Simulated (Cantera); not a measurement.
A closed system holds: 1 mol Si3H8, 0.14 mol Cl2, a varied amount of N2, held at 1550 K and 0.100 bar.

These are equilibrium values from Cantera (NASA tables, ideal gas, pure condensed phases), not measurements of a reactor. Candidate condensed phases: NH4Cl, Si, Si3N4; 28 gas species. The feed counts by its element totals alone. Equilibrium is a limit: real reactors are often held back by kinetics, nucleation or transport.

x: gas mole fraction; n: condensed amount in mol.

```
n(N2) (mol)   x N2    x H2    x HCl     x SiCl2      x H  n Si3N4(s)
-----------  -----  ------  -------  ----------  -------  ----------
7.3          0.561   0.409   0.0294  (withheld)  6.37e-5       1.000
10           0.659   0.318   0.0229  (withheld)  5.62e-5       1.000
15           0.758   0.225   0.0162  (withheld)  4.73e-5       1.000
21           0.821   0.167   0.0120  (withheld)  4.07e-5       1.000
30           0.871   0.120  0.00866  (withheld)  3.45e-5       1.000
42           0.906  0.0875  0.00630  (withheld)  2.95e-5       1.000
60           0.933  0.0621  0.00448  (withheld)  2.48e-5       1.000
86           0.953  0.0438  0.00316  (withheld)  2.08e-5       1.000
120          0.966  0.0316  0.00228  (withheld)  1.77e-5       1.000
```

**Question.** Fill in the missing entries.

**Answer.** 
- 7.3, x SiCl2: 0.000119
- 10, x SiCl2: 8.31e-5
- 15, x SiCl2: 5.37e-5
- 21, x SiCl2: 3.77e-5
- 30, x SiCl2: 2.61e-5
- 42, x SiCl2: 1.85e-5
- 60, x SiCl2: 1.29e-5
- 86, x SiCl2: 8.98e-6
- 120, x SiCl2: 6.42e-6
